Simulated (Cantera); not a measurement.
A perfectly stirred reactor is fed with N2O : O2 = 1 : 0.4 (molar parts), at 100000 Pa; it is held at 1125 K, and followed from long to short residence time.

Cantera simulation using GRI-Mech 3.0 (53 species, 325 reactions); the numbers are that mechanism's predictions, not measurements. GRI-Mech 3.0 was tuned for natural gas; its chemistry of N2O as a main component is partial and can be far from experiment. The mechanism lacks the step 2 NO + O2 → 2 NO2, which can matter for NO2 below about 1400 K. The temperature is held fixed by assumption; the heat of reaction is taken as removed at once.

x: mole fraction; the columns are a selection and need not sum to one.

| τ (s) | x N2O | x O2 | x NO2 | x NO | x N2 |
|---|---|---|---|---|---|
| 24 | 0.175 | 0.418 | 0.000263 | 0.0197 | 0.387 |
| 4.3 | 0.431 | 0.353 | 0.000179 | 0.0137 | 0.202 |
| 0.76 | ___ | 0.305 | ___ | ___ | ___ |
| 0.13 | 0.699 | 0.289 | 8.50e-6 | 0.000866 | 0.0110 |
| 0.024 | 0.711 | 0.286 | ___ | ___ | ___ |
| 0.0042 | 0.714 | 0.286 | 3.34e-8 | 2.91e-5 | 0.000366 |
| 0.00074 | 0.714 | 0.286 | 1.09e-9 | 5.07e-6 | 6.41e-5 |
| 0.00013 | 0.714 | 0.286 | 3.01e-11 | 8.34e-7 | 1.09e-5 |

### Question
Fill in the missing entries.

### Answer

- 0.76, x N2O: 0.634
- 0.76, x NO2: 5.40e-5
- 0.76, x NO: 0.00436
- 0.76, x N2: 0.0572
- 0.024, x NO2: 7.69e-7
- 0.024, x NO: 0.000165
- 0.024, x N2: 0.00208
